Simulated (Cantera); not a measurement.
Charge: 1 mol FeCl3, 0.088 mol O2, 0.26 mol N2, held at 2198.15 K and 0.100 bar.

Equilibrium computed with Cantera from the NASA thermochemical tables; the gas is ideal and each condensed phase is pure. Candidate condensed phases: Fe, FeCl2, FeCl3, FeO, Fe2O3, Fe3O4; 19 gas species. Kinetics and transport are ignored.

Base state: FeCl2 0.427, Cl 0.412, N2 0.111, O2 0.0359, Cl2 0.00783, FeCl3 0.00242, NO 0.00195, O 0.00160 (mole fractions); condensed: gas only.

Q: What changes in the equilibrium state with this change: temperature from 2198.15 K to 1698 K?

A: 
```json
[
 {"species": "FeCl2", "before": "0.427", "after": "0.443"},
 {"species": "Cl", "before": "0.412", "after": "0.207"},
 {"species": "N2", "before": "0.111", "after": "0.130"},
 {"species": "Cl2", "before": "0.00783", "after": "0.118"},
 {"species": "FeCl3", "before": "0.00242", "after": "0.0580"},
 {"species": "O2", "before": "0.0359", "after": "0.0437"},
 {"species": "FeO", "before": "1.38e-5", "after": "2.23e-9"},
 {"species": "FeCl", "before": "2.09e-5", "after": "1.12e-8"},
 {"species": "O", "before": "0.00160", "after": "2.89e-5"},
 {"species": "Fe2Cl4", "before": "2.16e-5", "after": "0.000211"},
 {"species": "NO", "before": "0.00195", "after": "0.000533"}
]
```

Q: What changes in the equilibrium state with this change: O2 from 0.088 to 2 mol?

A: 
| species | before | after |
|---|---|---|
| O2 | 0.0359 | 0.464 |
| FeCl2 | 0.427 | 0.234 |
| Cl | 0.412 | 0.229 |
| N2 | 0.111 | 0.0585 |
| FeO | 1.38e-5 | 8.77e-5 |
| O | 0.00160 | 0.00576 |
| Fe2Cl4 | 2.16e-5 | 6.48e-6 |
